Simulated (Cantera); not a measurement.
An adiabatic, constant-volume homogeneous reactor starts with CO : H₂ : O₂ : N₂ = 1 : 0.071 : 1.78 : 6.78 (molar parts), equivalence ratio 0.30, at 1248 K and 6.71 atm. Integrator tolerance rtol = 1e-08.

Model: GRI-Mech 3.0 (53 species, 325 reactions), integrated in Cantera. The hydrogen kinetics of GRI-Mech 3.0 are dated; newer H2 mechanisms differ, most at raised pressure.

Question: What does this change do: pressure from 6.71 atm to 2.27 atm?

Answer: 
```
quantity                                                              before                                      after
---------------------------------  -----------------------------------------  -----------------------------------------
time of steepest temperature rise                                    87.6 µs                                    76.6 µs
temperature at 7.00 s                                                 2272 K                                     2264 K
equilibrium temperature                                               2272 K                                     2264 K
x(CO) at 7.00 s                    0.000859 (gas-phase equilibrium 0.000859)    0.00140 (gas-phase equilibrium 0.00140)
x(H₂) at 7.00 s                      1.05e-5 (gas-phase equilibrium 1.05e-5)    1.70e-5 (gas-phase equilibrium 1.70e-5)
x(O₂) at 7.00 s                          0.131 (gas-phase equilibrium 0.131)        0.131 (gas-phase equilibrium 0.131)
x(O) at 7.00 s                     0.000447 (gas-phase equilibrium 0.000447)  0.000736 (gas-phase equilibrium 0.000736)
x(H) at 7.00 s                       7.97e-6 (gas-phase equilibrium 7.97e-6)    1.67e-5 (gas-phase equilibrium 1.67e-5)
x(NO) at 7.00 s                        0.0113 (gas-phase equilibrium 0.0113)      0.0112 (gas-phase equilibrium 0.0112)
x(CO₂) at 7.00 s                         0.109 (gas-phase equilibrium 0.109)        0.108 (gas-phase equilibrium 0.108)
```

Question: What does this change do: initial temperature 1248 to 1375 K?

Answer: 
```json
[
 {"quantity": "time of steepest temperature rise", "before": "87.6 µs", "after": "18.1 µs"},
 {"quantity": "temperature at 7.00 s", "before": "2272 K", "after": "2367 K"},
 {"quantity": "equilibrium temperature", "before": "2272 K", "after": "2367 K"},
 {"quantity": "x(CO) at 7.00 s", "before": "0.000859 (gas-phase equilibrium 0.000859)", "after": "0.00158 (gas-phase equilibrium 0.00158)"},
 {"quantity": "x(H₂) at 7.00 s", "before": "1.05e-5 (gas-phase equilibrium 1.05e-5)", "after": "1.81e-5 (gas-phase equilibrium 1.81e-5)"},
 {"quantity": "x(O₂) at 7.00 s", "before": "0.131 (gas-phase equilibrium 0.131)", "after": "0.130 (gas-phase equilibrium 0.130)"},
 {"quantity": "x(O) at 7.00 s", "before": "0.000447 (gas-phase equilibrium 0.000447)", "after": "0.000789 (gas-phase equilibrium 0.000789)"},
 {"quantity": "x(H) at 7.00 s", "before": "7.97e-6 (gas-phase equilibrium 7.97e-6)", "after": "1.74e-5 (gas-phase equilibrium 1.74e-5)"},
 {"quantity": "x(NO) at 7.00 s", "before": "0.0113 (gas-phase equilibrium 0.0113)", "after": "0.0137 (gas-phase equilibrium 0.0137)"},
 {"quantity": "x(CO₂) at 7.00 s", "before": "0.109 (gas-phase equilibrium 0.109)", "after": "0.108 (gas-phase equilibrium 0.108)"}
]
```

Question: What does this change do: constant pressure in place of constant volume?

Answer: 
```csv
quantity,before,after
time of steepest temperature rise,87.6 µs,0.108 ms
temperature at 7.00 s,2272 K,2087 K
equilibrium temperature,2272 K,2087 K
x(CO) at 7.00 s,0.000859 (gas-phase equilibrium 0.000859),0.000307 (gas-phase equilibrium 0.000307)
x(H₂) at 7.00 s,1.05e-5 (gas-phase equilibrium 1.05e-5),4.33e-6 (gas-phase equilibrium 4.33e-6)
x(O₂) at 7.00 s,0.131 (gas-phase equilibrium 0.131),0.133 (gas-phase equilibrium 0.133)
x(O) at 7.00 s,0.000447 (gas-phase equilibrium 0.000447),0.000178 (gas-phase equilibrium 0.000178)
x(H) at 7.00 s,7.97e-6 (gas-phase equilibrium 7.97e-6),2.31e-6 (gas-phase equilibrium 2.31e-6)
x(NO) at 7.00 s,0.0113 (gas-phase equilibrium 0.0113),0.00746 (gas-phase equilibrium 0.00746)
x(CO₂) at 7.00 s,0.109 (gas-phase equilibrium 0.109),0.110 (gas-phase equilibrium 0.110)
```
